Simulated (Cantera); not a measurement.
A closed system holds: 1 mol borazine, 170 mol H₂, 16 mol N₂, held at 74.0 mbar.

Cantera equilibrium calculation (NASA polynomials, part measured and part estimated; ideal gas, pure solids and liquids). Candidate condensed phases: B, BN; 15 gas species. The feed counts by its element totals alone. The numbers say what is thermodynamically allowed, not how fast it happens.

Over these rows the condensed part is BN(s). Partial pressures as log10 of bar:

| T (K) | 1000/T (1/K) | log p B | log p H₂ | log p N₂ |
|---|---|---|---|---|
| 1948 | 0.5133 | -8.30 | -1.17 | -2.20 |
| 1998 | 0.5005 | -7.76 | -1.17 | -2.20 |
| 2048 | 0.4883 | -7.25 | -1.17 | -2.20 |
| 2098 | 0.4766 | ? | -1.17 | -2.20 |
| 2148 | 0.4655 | -6.30 | -1.18 | -2.21 |
| 2198 | 0.4550 | -5.85 | -1.18 | -2.21 |

Question: Fit log p(B) = a + b·(1000/T) to the five rows, give the apparent enthalpy, and predict the row at 2098 K.

Answer: Means: 1000/T = 0.4845, log p = -7.092. Sxy = -0.097766, Sxx = 0.0023311, so b = -41.94 and a = -7.092 − (-41.94)×0.4845 = 13.23.
Apparent enthalpy: −19.145 × (-41.94) = 803 kJ/mol. With the condensed phases at unit activity, BN(s) = B(g) + 1/2 N₂(g) links this pressure to the main gases: over the six rows their terms move log p by +0.00 in all, so the slope is close to that reaction's ΔH°. The five rows lie within 0.01 of the line.
Prediction at 2098 K: 13.23 + (-41.94)×0.4766 = -6.76. The computed value is -6.76, 0.00 from the line.
